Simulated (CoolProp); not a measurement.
200 sccm (0 °C, 1 atm) of nitrogen bubbles through liquid water at 335.3 K and leaves saturated at a total pressure of 0.15 MPa (ideal gas phase). Each further row changes one setting.

Computed with CoolProp (reference Helmholtz-energy equation of state, Wagner 2002).

```csv
case,vapour pressure (kPa),mole fraction of vapour,delivery (mg/min),delivery (sccm),change of delivery for a bath 1 K warmer (%)
as stated,22.0,0.147,27.7,34.4,5.5
bath temperature 340.3 K,27.6,0.184,36.2,45.0,5.6
total pressure 0.3 MPa,22.0,0.0734,12.7,15.8,5.0
```
